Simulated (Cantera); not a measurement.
A perfectly stirred reactor is fed with H2 : O2 : N2 = 0.41 : 1 : 3.3 (molar parts), at 20.0 Torr; it is held at 1325 K, and followed from long to short residence time.

Model: the H2/O2 subset of GRI-Mech 3.0, which has no nitrogen chemistry, integrated in Cantera. Radical loss at walls, strong at low pressure, is not modelled. The temperature is held fixed by assumption; the heat of reaction is taken as removed at once.

**Question.** What does this change do: temperature 1325 to 1450 K?

**Answer.** 
```csv
quantity,before,after
x(H2) at τ = 0.910 s,0.000546,0.000673
x(O2) at τ = 0.910 s,0.175,0.175
x(H2O) at τ = 0.910 s,0.0892,0.0884
x(H) at τ = 0.910 s,0.000605,0.000762
x(O) at τ = 0.910 s,0.00194,0.00267
x(H2) at τ = 47.0 ms,0.00304,0.00349
x(O2) at τ = 47.0 ms,0.171,0.169
x(H2O) at τ = 47.0 ms,0.0805,0.0781
x(H) at τ = 47.0 ms,0.00855,0.00984
x(O) at τ = 47.0 ms,0.0113,0.0148
```
